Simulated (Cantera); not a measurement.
## Stirred combustor or abatement burner

A perfectly stirred reactor is fed with 11.1 % CH₄, 17.1 % O₂, 64.3 % N₂, 7.45 % H₂O, equivalence ratio 1.3, at 19.7 atm; it is adiabatic with a 700 K inlet, and is followed from long to short residence time, starting on the burning branch (τ in s: 0.19, 0.069, 0.025, 0.0092, 0.0033, 0.0012, 0.00044, 0.00016, 5.9e-05, 2.1e-05).

Detailed kinetics in Cantera: GRI-Mech 3.0 (53 species, 325 reactions). The pressure lies above the range GRI-Mech 3.0 was tuned for (to about 10 atm).

```tsv
τ (s)	T (K)	x CH₄	x O₂	x H₂O	x H₂O₂	x C₂H₂	x C₂H₄	x CH₂
0.19	2229	1.48e-5	8.82e-6	0.238	7.45e-9	4.26e-8	8.44e-10	1.70e-8
0.069	2229	3.80e-5	1.90e-5	0.238	9.06e-9	2.75e-7	5.70e-9	4.61e-8
0.025	2228	9.28e-5	4.50e-5	0.238	1.30e-8	1.64e-6	3.59e-8	1.24e-7
0.0092	2228	0.000215	0.000110	0.238	2.23e-8	8.69e-6	2.05e-7	3.24e-7
0.0033	2227	0.000486	0.000280	0.238	4.62e-8	4.27e-5	1.13e-6	8.45e-7
0.0012	2224	0.00101	0.000707	0.238	1.08e-7	0.000164	5.35e-6	2.07e-6
0.00044	2216	0.00186	0.00175	0.239	2.70e-7	0.000456	2.07e-5	4.68e-6
0.00016	2191	0.00322	0.00434	0.239	7.26e-7	0.000940	7.11e-5	9.47e-6
5.9e-5	2111	0.00625	0.0122	0.235	2.34e-6	0.00161	0.000278	1.44e-5
2.1e-5	700	0.111	0.171	0.0745	<1e-12	<1e-12	<1e-12	<1e-12
```
x: mole fraction; the columns are a selection and need not sum to one.
